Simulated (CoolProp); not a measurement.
A simple Rankine cycle with R115: condensing at 299.15 K, boiler at 2.2 MPa, turbine inlet 376.2 K, turbine efficiency 0.75, pump efficiency 0.6, no recuperator. Each further row changes one setting.

Values from CoolProp's reference Helmholtz-energy equation of state, Lemmon 2016.

```json
[
 {"case": "as stated", "thermal efficiency (%)": "6.1", "net work (kJ/kg)": "…", "heat in (kJ/kg)": "146", "turbine exit temperature (K)": "351.7", "volume ratio over the turbine": "2.54"},
 {"case": "turbine inlet 396.2 K", "thermal efficiency (%)": "…", "net work (kJ/kg)": "9.94", "heat in (kJ/kg)": "165", "turbine exit temperature (K)": "…", "volume ratio over the turbine": "2.48"},
 {"case": "condensing temperature 291.15 K", "thermal efficiency (%)": "7.4", "net work (kJ/kg)": "…", "heat in (kJ/kg)": "…", "turbine exit temperature (K)": "…", "volume ratio over the turbine": "3.17"},
 {"case": "boiler pressure 1.54 MPa", "thermal efficiency (%)": "…", "net work (kJ/kg)": "5.83", "heat in (kJ/kg)": "153", "turbine exit temperature (K)": "363.1", "volume ratio over the turbine": "1.70"},
 {"case": "turbine efficiency 0.65", "thermal efficiency (%)": "5.1", "net work (kJ/kg)": "7.50", "heat in (kJ/kg)": "146", "turbine exit temperature (K)": "353.4", "volume ratio over the turbine": "2.56"}
]
```

**Question.** Complete the blanks.

**Answer.** 
- as stated, net work (kJ/kg): 8.91
- turbine inlet 396.2 K, thermal efficiency (%): 6.0
- turbine inlet 396.2 K, turbine exit temperature (K): 372.8
- condensing temperature 291.15 K, net work (kJ/kg): 11.4
- condensing temperature 291.15 K, heat in (kJ/kg): 155
- condensing temperature 291.15 K, turbine exit temperature (K): 346.6
- boiler pressure 1.54 MPa, thermal efficiency (%): 3.8
